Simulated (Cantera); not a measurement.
# Thermodynamics of silicon etching in halogen gases, feed Si + HF + N2

Charge: 1 mol Si, 1.1 mol HF, 47 mol N2, held at 973.15 K and 13300 Pa.

These are equilibrium values from Cantera (NASA tables, ideal gas, pure condensed phases), not measurements of a reactor. Candidate condensed phases: Si, Si3N4; 37 gas species. N2 is the only nitrogen source here; it is nearly inert below about 1500 K, so the nitride shown seldom forms there in practice. Equilibrium is a limit: real reactors are often held back by kinetics, nucleation or transport.

```json
{
  "x(N2)": "0.983",
  "x(H2)": "0.0116",
  "x(SiF4)": "0.00580",
  "x(HF)": "3.76e-5",
  "x(SiHF3)": "2.46e-6",
  "n(Si3N4(s))": "0.242 mol",
  "gas_amount": "47.34 mol",
  "log10 activity of Si(s) (absent)": "-6.96"
}
```
